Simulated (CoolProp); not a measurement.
Properties of propylene along the isotherm 410.9 K (Tc = 364.2 K, pc = 4.555 MPa, ω = 0.146).

The numbers come from the reference Helmholtz-energy equation of state, Lemmon 2013 in CoolProp.

```json
[
 {"p (MPa)": "0.813", "phase": "gas", "isothermal compressibility (1/MPa)": "1.286", "conductivity (mW/(m K))": "31.4", "fugacity coefficient": "0.9586"},
 {"p (MPa)": "1.63", "phase": "gas", "isothermal compressibility (1/MPa)": "0.6749", "conductivity (mW/(m K))": "(withheld)", "fugacity coefficient": "0.9179"},
 {"p (MPa)": "2.44", "phase": "gas", "isothermal compressibility (1/MPa)": "(withheld)", "conductivity (mW/(m K))": "34.3", "fugacity coefficient": "0.8784"},
 {"p (MPa)": "3.25", "phase": "gas", "isothermal compressibility (1/MPa)": "0.3838", "conductivity (mW/(m K))": "36.1", "fugacity coefficient": "(withheld)"},
 {"p (MPa)": "4.07", "phase": "gas", "isothermal compressibility (1/MPa)": "0.3323", "conductivity (mW/(m K))": "38.4", "fugacity coefficient": "0.8014"},
 {"p (MPa)": "4.88", "phase": "supercritical", "isothermal compressibility (1/MPa)": "0.3047", "conductivity (mW/(m K))": "41.3", "fugacity coefficient": "0.7641"},
 {"p (MPa)": "5.69", "phase": "supercritical", "isothermal compressibility (1/MPa)": "0.2914", "conductivity (mW/(m K))": "45.1", "fugacity coefficient": "0.7276"},
 {"p (MPa)": "6.51", "phase": "supercritical", "isothermal compressibility (1/MPa)": "0.2843", "conductivity (mW/(m K))": "50.1", "fugacity coefficient": "0.6912"},
 {"p (MPa)": "7.32", "phase": "supercritical", "isothermal compressibility (1/MPa)": "0.2674", "conductivity (mW/(m K))": "56.0", "fugacity coefficient": "0.6563"},
 {"p (MPa)": "8.13", "phase": "supercritical", "isothermal compressibility (1/MPa)": "0.2222", "conductivity (mW/(m K))": "61.8", "fugacity coefficient": "(withheld)"},
 {"p (MPa)": "8.95", "phase": "supercritical", "isothermal compressibility (1/MPa)": "(withheld)", "conductivity (mW/(m K))": "66.4", "fugacity coefficient": "0.5916"},
 {"p (MPa)": "9.76", "phase": "supercritical", "isothermal compressibility (1/MPa)": "0.1124", "conductivity (mW/(m K))": "69.9", "fugacity coefficient": "0.5638"},
 {"p (MPa)": "10.6", "phase": "supercritical", "isothermal compressibility (1/MPa)": "0.08039", "conductivity (mW/(m K))": "72.7", "fugacity coefficient": "0.5384"},
 {"p (MPa)": "11.4", "phase": "supercritical", "isothermal compressibility (1/MPa)": "(withheld)", "conductivity (mW/(m K))": "75.1", "fugacity coefficient": "0.5171"}
]
```

Q: Fill in the missing entries.

A: 
- 1.63, conductivity (mW/(m K)): 32.8
- 2.44, isothermal compressibility (1/MPa): 0.4778
- 3.25, fugacity coefficient: 0.8397
- 8.13, fugacity coefficient: 0.6229
- 8.95, isothermal compressibility (1/MPa): 0.1607
- 11.4, isothermal compressibility (1/MPa): 0.06128

Thermal conductivity comes from a separate model (Huber 2003), an estimate that may be off by 10 % or more.
